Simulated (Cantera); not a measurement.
A perfectly stirred reactor is fed with NH₃ : H₂ = 1 : 13 (molar parts), at 143 Torr; it is held at 1350 K, and followed from long to short residence time.

Cantera simulation using the gas-phase N/H chemistry of the illustrative SiF4/NH3 mechanism in the Surface Chemkin manual (1991); the numbers are that mechanism's predictions, not measurements. Walls and surfaces, which speed up NH3 decomposition in real reactors, are not modelled.

Q: What does this change do: temperature 1350 to 2125 K?

A: 
```json
[
 {"quantity": "x(NH₃) at τ = 11.0 s", "before": "0.0714", "after": "0.000429"},
 {"quantity": "x(H₂) at τ = 11.0 s", "before": "0.929", "after": "0.959"},
 {"quantity": "x(N) at τ = 11.0 s", "before": "6.97e-12", "after": "1.51e-6"},
 {"quantity": "x(N₂) at τ = 11.0 s", "before": "5.78e-6", "after": "0.0330"},
 {"quantity": "x(NH₂) at τ = 11.0 s", "before": "7.41e-7", "after": "1.08e-5"},
 {"quantity": "x(NH₃) at τ = 47.0 ms", "before": "0.0714", "after": "0.0406"},
 {"quantity": "x(H₂) at τ = 47.0 ms", "before": "0.929", "after": "0.943"},
 {"quantity": "x(N) at τ = 47.0 ms", "before": "<1e-12", "after": "2.32e-6"},
 {"quantity": "x(N₂) at τ = 47.0 ms", "before": "8.24e-11", "after": "0.0142"},
 {"quantity": "x(NH₂) at τ = 47.0 ms", "before": "4.50e-8", "after": "0.000262"}
]
```
